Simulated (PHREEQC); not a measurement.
Model water analysis in mmol/kgw, 69 °C, pH 6.86, pe 9.4: Na 0.0123; K 0.0194; Ca 0.0115; Mg 0.0281; Cl 0.0224; S(6) 0.0155; Alkalinity (meq/kgw) 0.0573; Zn 8.8e-05; Sr 0.000132; Pb 0.00108; B 0.000198; Ba 0.000542; O(0) (counted as O atoms) 0.000612.

Valence states are taken as typed.

All values are PHREEQC results (ion-association model, phreeqc.dat), not measurements.

No solid was allowed to form.

Task: Order these C species by the share of C that they hold, largest first: CO2, HCO3-, PbCO3.

Result: HCO3- (78 %), CO2 (21 %), PbCO3 (0.44 %)

The pH is 6.86 and the ionic strength 0.000167 mol/kgw. The solution is supersaturated, for example in Pb(OH)2, so a real one may precipitate; this is no full list. Away from 25 °C the constants follow the database's enthalpies or fits; those with neither stay at their 25 °C values.
